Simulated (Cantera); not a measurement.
A closed system holds: 1 mol CO2, 7.4 mol H2, 5.5 mol O2, 2.8 mol H2O, held at 2925 °C.

Method: chemical equilibrium by Gibbs-energy minimisation in Cantera with the NASA 1993 tables (ideal gas, pure condensed phases). Candidate condensed phases: C, C6H6, C7H8, C8H18, H2O; 110 gas species. Equilibrium is a limit: real reactors are often held back by kinetics, nucleation or transport.

### Question
At 15.0 bar, list the 5 most abundant gas species with their mole fractions, and the condensed phases.

### Answer
H2O 0.637, O2 0.130, OH 0.0900, CO2 0.0486, H2 0.0382. Condensed: gas only.
